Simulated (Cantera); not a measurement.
A closed system holds: 1 mol MgO, 0.27 mol Cl2, 0.59 mol H2, held at 900 K and 1.00 bar.

These are equilibrium values from Cantera (NASA tables, ideal gas, pure condensed phases), not measurements of a reactor. Candidate condensed phases: H2O, Mg, MgCl2, MgO, Mg(OH)2; 22 gas species. Condensed phases not in the tables: MgOHCl. The numbers say what is thermodynamically allowed, not how fast it happens.

**Question.** What is the equilibrium state?

**Answer.** 
```json
{
  "x(HCl)": "0.515",
  "x(H2)": "0.403",
  "x(H2O)": "0.0821",
  "x(MgCl2)": "8.62e-6",
  "n(MgCl2(s))": "0.0653 mol",
  "n(MgO(s))": "0.935 mol",
  "gas_amount": "0.7947 mol",
  "log10 activity of Mg(s) (absent)": "-17.09"
}
```
